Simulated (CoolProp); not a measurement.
The numbers come from the reference Helmholtz-energy equation of state, Lemmon 2005 in CoolProp. It is a short technical equation, of lower accuracy than the large ones.

**Question.** For cis-2-butene, give the phase and the Z, cv (kJ/(kg K)), Joule-Thomson coefficient (K/MPa), isothermal compressibility (1/MPa) at 380.9 K and 11.1 MPa; 309.4 K and 6.04 MPa; 238.7 K and 2.26 MPa.

**Answer.** 
- 380.9 K and 11.1 MPa: liquid; Z 0.368, cv 1.78, Joule-Thomson coefficient -0.0432, isothermal compressibility 0.00549
- 309.4 K and 6.04 MPa: liquid; Z 0.216, cv 1.55, Joule-Thomson coefficient -0.305, isothermal compressibility 0.00250
- 238.7 K and 2.26 MPa: liquid; Z 0.0935, cv 1.38, Joule-Thomson coefficient -0.456, isothermal compressibility 0.00123
